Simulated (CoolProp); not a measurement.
Isobutene along the isotherm 185.05 °C: density (kg/m³) from the reference equation and from simpler models built on Tc = 144.9 °C, pc = 4016 kPa, ω = 0.193; each cubic takes its own stable root.

Model: reference Helmholtz-energy equation of state, Lemmon 2005, in CoolProp. It is a short technical equation, of lower accuracy than the large ones.

| p (kPa) | phase | reference | ideal gas | van der Waals | Redlich-Kwong | Peng-Robinson |
|---|---|---|---|---|---|---|
| 1430 | gas | 23.32 | 21.06 | 23.16 | 23.35 | 23.55 |
| 2870 | gas | 53.40 | 42.27 | 52.86 | 53.50 | 54.31 |
| 4300 | supercritical | 95.68 | 63.33 | 96.69 | 96.38 | 97.46 |
| 5740 | supercritical | 165.8 | 84.53 | 185.8 | 169.6 | 165.2 |
| 7170 | supercritical | 263.0 | 105.6 | 241.4 | 248.4 | 245.4 |
| 8610 | supercritical | 320.9 | 126.8 | 266.8 | 292.6 | 299.9 |
| 10000 | supercritical | 352.0 | 147.3 | 282.9 | 320.4 | 334.9 |
| 11500 | supercritical | 374.5 | 169.4 | 296.0 | 342.7 | 362.6 |
| 12900 | supercritical | 390.4 | 190.0 | 305.8 | 359.3 | 383.1 |
| 14300 | supercritical | 403.2 | 210.6 | 314.0 | 373.2 | 400.2 |
| 15800 | supercritical | 414.7 | 232.7 | 321.6 | 386.1 | 415.8 |
| 17200 | supercritical | 424.0 | 253.3 | 327.9 | 396.7 | 428.5 |
| 18600 | supercritical | 432.2 | 273.9 | 333.5 | 406.1 | 439.9 |
| 20100 | supercritical | 440.1 | 296.0 | 338.9 | 415.3 | 450.8 |
